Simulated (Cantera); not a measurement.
Charge: 1 mol Ta2O5, 0.42 mol H2, held at 1998 K and 49.0 mbar.

Equilibrium computed with Cantera from the NASA thermochemical tables; the gas is ideal and each condensed phase is pure. Candidate condensed phases: H2O, Ta, Ta2O5; 12 gas species. Mutual solubility and eutectic melting of coexisting phases are not modelled. Condensed phases not in the tables: N, O or C dissolved in the metal. Kinetics and transport are ignored.

Base state: H2 0.991, H 0.00721, H2O 0.00180, TaO2 2.07e-5 (mole fractions); condensed: Ta(s) + Ta2O5(s).

What changes in the equilibrium state with this change: pressure from 49.0 mbar to 13.0 mbar?


```json
[
 {"species": "H2", "before": "0.991", "after": "0.984"},
 {"species": "H", "before": "0.00721", "after": "0.0140"},
 {"species": "H2O", "before": "0.00180", "after": "0.00179"},
 {"species": "TaO2", "before": "2.07e-5", "after": "7.81e-5"},
 {"species": "TaO", "before": "3.97e-6", "after": "1.50e-5"},
 {"species": "Ta(s), mol", "before": "0.000301", "after": "0.000292"},
 {"species": "Ta2O5(s), mol", "before": "1.000", "after": "1.000"}
]
```
